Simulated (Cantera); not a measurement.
A Cantera script and what it prints.

```python
import numpy as np
import cantera as ct

gas_names = """
    H HO2 H2 H2O H2O2 H2S H2SO4 O OH O2 O3 S SH SO SO2 SO3 S2 S2O S8
""".split()
cond_names = """
    H2O(s) H2O(L) H2SO4(L) S(cr1) S(cr2) S(L)
""".split()


def load(file, names, dense=False):
    # The tables refer to 1 bar. Condensed volumes are neglected.
    table = {s.name: s for s in ct.Species.list_from_file(file)}
    out = []
    for n in names:
        d = dict(table[n].input_data)
        d["thermo"] = dict(d["thermo"], **{"reference-pressure": 1e5})
        if dense:
            d["equation-of-state"] = {"model": "constant-volume", "density": "1e6 g/cm^3"}
        out.append(ct.Species.from_dict(d))
    return out


gas = ct.Solution(thermo="ideal-gas", species=load("nasa_gas.yaml", gas_names))
cond = {s.name: ct.Solution(thermo="fixed-stoichiometry", species=[s], name=s.name)
        for s in load("nasa_condensed.yaml", cond_names, dense=True)}
atoms = {
    'H2S': {'H': 2, 'S': 1},
    'O2': {'O': 2},
}
top_T = {}  # K; cautious upper limits of use, not melting points


def equilibrate(T, P, feed):
    n = {}
    for name, mol in feed.items():
        for a, k in atoms[name].items():
            n[a] = n.get(a, 0.0) + k * mol
    gas.TPX = T, P, n
    mass = sum(n.values()) * gas.mean_molecular_weight
    gas.equilibrate("TP")
    valid = [c for c in cond.values() if c.min_temp <= T <= top_T.get(c.name, c.max_temp)]
    mix = ct.Mixture([(gas, mass / gas.mean_molecular_weight)] + [(c, 0.0) for c in valid])
    mix.T, mix.P = T, P
    mix.equilibrate("TP", solver="vcs", rtol=1e-11, max_steps=5000)
    return mix


results = []
T = 2898.15  # K
P = 100000  # Pa
for m in [0.023, 0.031, 0.042, 0.057, 0.077, 0.1, 0.14, 0.19]:
    feed = {'H2S': 1, 'O2': m}  # mol
    mix = equilibrate(T, P, feed)
    results.append((T, P, feed, dict(zip(mix.species_names, mix.species_moles))))

top = {s: max(r[3][s] / sum(r[3][g] for g in gas_names) for r in results) for s in gas_names}
cols = sorted((s for s in top if top[s] > 0.0001), key=lambda s: -top[s])[:9]
seen = [c for c in cond_names if any(r[3].get(c, 0) > 1e-12 for r in results)]
print("log10 of partial pressures in bar; condensed amounts in mol")
print(f"{'n(O2)':>10s}" + "".join(f"{s[:9]:>10s}" for s in cols + seen))
for T, P, feed, n in results:
    ng = sum(n[g] for g in gas_names)
    print(f"{feed['O2']:10.4g}" + "".join(f"{np.log10(max(n[s] / ng * P / 1e5, 1e-99)):10.3f}" for s in cols)
          + "".join(f"{n.get(c, 0):10.4g}" for c in seen))
```

Output:

```
log10 of partial pressures in bar; condensed amounts in mol
     n(O2)        H2        S2       H2O        SH         S         H        SO       H2S       SO2
     0.023    -0.309    -0.690    -1.780    -1.051    -1.076    -1.097    -1.995    -1.615    -3.580
     0.031    -0.314    -0.694    -1.656    -1.056    -1.078    -1.099    -1.867    -1.622    -3.322
     0.042    -0.321    -0.699    -1.531    -1.062    -1.080    -1.103    -1.737    -1.631    -3.060
     0.057    -0.331    -0.706    -1.407    -1.070    -1.084    -1.108    -1.608    -1.644    -2.799
     0.077    -0.343    -0.716    -1.289    -1.081    -1.089    -1.114    -1.483    -1.661    -2.542
       0.1    -0.357    -0.728    -1.190    -1.094    -1.095    -1.121    -1.375    -1.681    -2.322
      0.14    -0.381    -0.750    -1.068    -1.117    -1.106    -1.133    -1.241    -1.716    -2.041
      0.19    -0.409    -0.780    -0.964    -1.146    -1.121    -1.147    -1.124    -1.759    -1.793
```

Cantera equilibrium calculation (NASA polynomials, part measured and part estimated; ideal gas, pure solids and liquids).
